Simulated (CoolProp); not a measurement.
A single-stage vapour-compression cycle with ammonia: evaporating at 252.15 K (dew point), condensing at 311.15 K (bubble point), superheat 2 K, subcooling 5 K, compressor efficiency 0.65, no pressure losses. Each further row changes one setting.

Computed with CoolProp (reference Helmholtz-energy equation of state, Gao 2020).

```csv
case,cooling COP,pressure ratio,discharge temperature (K),refrigerating effect (kJ/kg),volumetric capacity (kJ/m³)
as stated,2.21,8.09,477.1,1080,1650
evaporating temperature 257.15 K,2.52,6.50,457.0,1090,2040
condensing temperature 306.15 K,2.47,7.01,459.4,1110,1690
subcooling 10 K,2.26,8.09,477.1,1110,1690
superheat 12 K,2.16,8.09,495.0,1110,1610
compressor efficiency 0.55,1.87,8.09,512.0,1080,1650
```
